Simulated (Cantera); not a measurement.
Input: 1 mol TiO2, 0.17 mol Al2O3, 1.1 mol O2, at 1925 °C and 0.100 bar.

Equilibrium computed with Cantera from the NASA thermochemical tables; the gas is ideal and each condensed phase is pure. Candidate condensed phases: Al, Al2O3, Ti, TiO, TiO2, Ti2O3, Ti3O5, Ti4O7; 12 gas species. Mutual solubility and eutectic melting of coexisting phases are not modelled. Condensed phases not in the tables: mixed aluminates and titanates, alloys, solid solutions and most ternary compounds. Equilibrium is a limit: real reactors are often held back by kinetics, nucleation or transport.

Base state: O2 0.992, O 0.00842, TiO2 5.10e-5 (mole fractions); condensed: Al2O3(s) + TiO2(l).

Problem. What changes in the equilibrium state with this change: pressure from 0.100 bar to 0.0400 bar?

Solution. 
```
species         before     after
-------------  -------  --------
O2               0.992     0.987
O              0.00842    0.0133
TiO2           5.10e-5  0.000127
Al2O3(s), mol    0.170     0.170
TiO2(l), mol     1.000     1.000
```

Problem. What changes in the equilibrium state with this change: 0.62 mol HCl added?

Solution. 
```
species         before     after
-------------  -------  --------
O2               0.992     0.571
HCl                  0     0.200
Cl                   0     0.143
H2O                  0    0.0678
AlOCl                0   5.18e-5
TiO2           5.10e-5   5.10e-5
OH                   0   0.00930
Cl2                  0  0.000949
ClO                  0  0.000451
Al2O3(s), mol    0.170     0.170
TiO2(l), mol     1.000     1.000
```
Further candidate phases: AlCl3, H2O, TiCl2, TiCl3, TiCl4.
